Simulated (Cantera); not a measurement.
CuO + H2 (hydrogen reduction and annealing atmospheres)

Input: 1 mol CuO, 45 mol H2, at 13.3 mbar.

Cantera equilibrium calculation (NASA polynomials, part measured and part estimated; ideal gas, pure solids and liquids). Candidate condensed phases: Cu, CuO, Cu(OH)2, Cu2O, H2O; 12 gas species. Rates play no part.

From 1025 K to 1325 K the condensed part is Cu(s). From 1425 K to 1725 K the condensed part is Cu(l). From 1825 K to 1925 K nothing is condensed.

```tsv
T (K)	log p H2	log p H2O	log p Cu	log p H	n Cu(s)	n Cu(l)
1025	-1.88	-3.53	-10.38	-9.30	1.00	0
1125	-1.88	-3.53	-8.87	-8.29	1.000	0
1225	-1.88	-3.53	-7.62	-7.45	1.000	0
1325	-1.88	-3.53	-6.55	-6.73	0.999	0
1425	-1.88	-3.53	-5.66	-6.11	0	0.993
1525	-1.89	-3.53	-4.91	-5.57	0	0.958
1625	-1.89	-3.53	-4.24	-5.09	0	0.806
1725	-1.89	-3.54	-3.66	-4.68	0	0.246
1825	-1.90	-3.54	-3.54	-4.30	0	0
1925	-1.90	-3.54	-3.54	-3.97	0	0
```
log p: log10 of the partial pressure in bar; n: condensed amount in mol.
